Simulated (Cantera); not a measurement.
Input: 1 mol Si, 0.012 mol O2, 21 mol H2, 0.035 mol H2O, held at 1873 K and 100000 Pa.

Cantera equilibrium calculation (NASA polynomials, part measured and part estimated; ideal gas, pure solids and liquids). Candidate condensed phases: H2O, Si, SiO2; 18 gas species. Gases not in the tables: Si2H6 and higher silanes. Kinetics and transport are ignored.

Base state: H2 0.996, SiO 0.00279, H 0.000644, SiH2 4.89e-5 (mole fractions); condensed: Si(l).

Q: What changes in the equilibrium state with this change: H2O from 0.035 to 0.25 mol?

A: 
```csv
species,before,after
H2,0.996,0.987
SiO,0.00279,0.0127
H,0.000644,0.000641
H2O,2.74e-6,1.23e-5
SiH2,4.89e-5,4.84e-5
"Si(l), mol",0.940,0.725
```
